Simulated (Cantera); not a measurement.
Charge: 1 mol Mg(OH)2, 1 mol CO2, 0.035 mol H2, held at 133 Pa.

Cantera equilibrium calculation (NASA polynomials, part measured and part estimated; ideal gas, pure solids and liquids). Candidate condensed phases: C, C6H6, C7H8, C8H18, H2O, Mg, MgCO3, MgO, Mg(OH)2; 116 gas species. Kinetics and transport are ignored. All values below are at 1825 °C.

Base state: H2O 0.416, CO2 0.336, CO 0.112, O2 0.0564, H2 0.0280, OH 0.0249, H 0.0141, O 0.00892 (mole fractions); condensed: MgO(s).

Question: What changes in the equilibrium state with this change: pressure from 133 Pa to 780 Pa?

Answer: 
| species | before | after |
|---|---|---|
| H2O | 0.416 | 0.459 |
| CO2 | 0.336 | 0.397 |
| CO | 0.112 | 0.0720 |
| H | 0.0141 | 0.00453 |
| O2 | 0.0564 | 0.0325 |
| OH | 0.0249 | 0.0146 |
| H2 | 0.0280 | 0.0169 |
| Mg | 0.00291 | 0.000272 |
| MgO | 9.71e-5 | 1.66e-5 |
| O | 0.00892 | 0.00280 |
| MgOH | 0.000144 | 4.60e-5 |
| MgO(s), mol | 0.993 | 0.999 |
